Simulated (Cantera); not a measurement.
# Thermodynamics of carbon deposition, reforming and gasification, feed C3H6 + NH3

Input: 1 mol C3H6, 0.045 mol NH3, at 260 Pa.

Cantera equilibrium calculation (NASA polynomials, part measured and part estimated; ideal gas, pure solids and liquids). Candidate condensed phases: C, C6H6, C7H8, C8H18; 92 gas species. The numbers say what is thermodynamically allowed, not how fast it happens.

| T (°C) | x H2 | x H | x CH4 | x N2 | x C3 | x C2H2 (acetylene) | x HCN | x C2H | n C(graphite) |
|---|---|---|---|---|---|---|---|---|---|
| 300 | 0.716 | <1e-12 | 0.275 | 0.00928 | <1e-12 | <1e-12 | 2.59e-12 | <1e-12 | 2.33 |
| 500 | 0.987 | 1.77e-11 | 0.00537 | 0.00732 | <1e-12 | <1e-12 | 3.95e-9 | <1e-12 | 2.98 |
| 700 | 0.992 | 2.11e-8 | 0.000329 | 0.00728 | <1e-12 | 5.34e-10 | 2.83e-7 | <1e-12 | 3.00 |
| 900 | 0.993 | 2.30e-6 | 4.98e-5 | 0.00728 | <1e-12 | 6.08e-8 | 4.66e-6 | <1e-12 | 3.00 |
| 1100 | 0.993 | 6.51e-5 | 1.29e-5 | 0.00726 | <1e-12 | 1.72e-6 | 3.37e-5 | <1e-12 | 3.00 |
| 1300 | 0.992 | 0.000794 | 4.69e-6 | 0.00720 | <1e-12 | 2.05e-5 | 0.000146 | 4.75e-11 | 3.00 |
| 1500 | 0.987 | 0.00554 | 2.13e-6 | 0.00703 | 1.91e-11 | 0.000138 | 0.000447 | 6.05e-9 | 3.00 |
| 1700 | 0.966 | 0.0260 | 1.11e-6 | 0.00663 | 5.43e-9 | 0.000619 | 0.00106 | 2.84e-7 | 2.99 |
| 1900 | 0.900 | 0.0898 | 5.88e-7 | 0.00587 | 5.34e-7 | 0.00199 | 0.00200 | 6.36e-6 | 2.98 |
| 2100 | 0.750 | 0.237 | 2.73e-7 | 0.00473 | 2.38e-5 | 0.00461 | 0.00302 | 7.88e-5 | 2.95 |
| 2300 | 0.505 | 0.479 | 8.87e-8 | 0.00344 | 0.000576 | 0.00736 | 0.00352 | 0.000583 | 2.91 |
| 2500 | 0.247 | 0.724 | 1.61e-8 | 0.00235 | 0.00868 | 0.00752 | 0.00315 | 0.00266 | 2.73 |
x: gas mole fraction; n: condensed amount in mol.

From 300 °C to 2500 °C the condensed part is C(graphite). The main C-bearing gas is CH4 at 300 °C and C3 at 2500 °C.
